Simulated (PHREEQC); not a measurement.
Make-up at 10 °C: 0.012 mol/kgw ZnSO4, 0.00067 mol/kgw ZnCl2, 0.0004 mol/kgw HCl and 0.0012 mol/kgw NaCl. Closed to the air; pH follows from the charge balance.

Computed with PHREEQC (ion-association model, phreeqc.dat).

Precipitation was switched off in this run.

### Question
Order these S species by the share of S that they hold, largest first: HSO4-, ZnSO4, NaSO4-, Zn(SO4)2-2, SO4-2.

### Answer
SO4-2 (64 %), ZnSO4 (31 %), Zn(SO4)2-2 (4.4 %), HSO4- (0.75 %), NaSO4- (0.18 %)

The pH is 3.57 and the ionic strength 0.0356 mol/kgw. Complexes and solids missing from the database can't appear. Constants without temperature data keep their 25 °C values here.
